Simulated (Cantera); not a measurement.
An isothermal, constant-pressure homogeneous reactor starts with CH4 : N2 = 1 : 17 (molar parts), at 1675 K and 0.0132 atm.

Detailed kinetics in Cantera: GRI-Mech 3.0 (53 species, 325 reactions). GRI-Mech 3.0 stops at C3 and has no aromatics, soot or wall deposition, so with more carbon than oxygen in the feed, carbon stays in small species such as C2H2 where larger ones or solid carbon would form. Radical loss at walls, strong at low pressure, is not modelled.

**Question.** Predict: x(CH4) at 4.00 s; x(CH3) at 4.00 s; x(C2H4) at 4.00 s; x(CH2) at 4.00 s; x(H) at 4.00 s.

**Answer.** 
| Property | Value |
|---|---|
| x(CH4) at 4.00 s | 0.00113 (gas-phase equilibrium 3.55e-6) |
| x(CH3) at 4.00 s | 6.15e-5 (gas-phase equilibrium 2.60e-7) |
| x(C2H4) at 4.00 s | 4.33e-6 (gas-phase equilibrium 3.66e-7) |
| x(CH2) at 4.00 s | 1.63e-7 (gas-phase equilibrium 9.46e-10) |
| x(H) at 4.00 s | 0.000208 (gas-phase equilibrium 0.000284) |
